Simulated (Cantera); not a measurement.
**Thermodynamics of carbon deposition, reforming and gasification, feed CO + H2O + N2**

A closed system holds: 1 mol CO, a varied amount of H2O, 1.9 mol N2, held at 2275 °C and 54000 Torr.

Equilibrium computed with Cantera from the NASA thermochemical tables; the gas is ideal and each condensed phase is pure. Candidate condensed phases: C, C6H6, C7H8, C8H18, H2O; 136 gas species. The ideal-gas law is rough above about 30 bar. Kinetics and transport are ignored.

| n(H2O) (mol) | log p N2 | log p H2O | log p CO | log p H2 | log p CO2 |
|---|---|---|---|---|---|
| 0.12 | 1.66 | 0.00 | 1.34 | 0.27 | 0.27 |
| 0.17 | 1.65 | 0.21 | 1.32 | 0.37 | 0.37 |
| 0.23 | 1.64 | 0.39 | 1.30 | 0.45 | 0.45 |
| 0.31 | 1.63 | 0.56 | 1.28 | 0.52 | 0.52 |
| 0.43 | 1.61 | 0.73 | 1.25 | 0.59 | 0.59 |
| 0.59 | 1.59 | 0.89 | 1.21 | 0.65 | 0.65 |
| 0.81 | 1.57 | 1.03 | 1.16 | 0.69 | 0.69 |
| 1.1 | 1.53 | 1.16 | 1.10 | 0.73 | 0.73 |
| 1.5 | 1.49 | 1.27 | 1.03 | 0.75 | 0.75 |
| 2.1 | 1.44 | 1.39 | 0.94 | 0.76 | 0.76 |
| 2.9 | 1.37 | 1.48 | 0.83 | 0.75 | 0.75 |
| 4 | 1.30 | 1.56 | 0.70 | 0.73 | 0.73 |
| 5.5 | 1.21 | 1.62 | 0.56 | 0.69 | 0.69 |
log p: log10 of the partial pressure in bar; nothing condenses.

From 0.12 mol H2O to 5.5 mol H2O nothing is condensed. The main C-bearing gas is CO at 0.12 mol H2O and CO2 at 5.5 mol H2O.
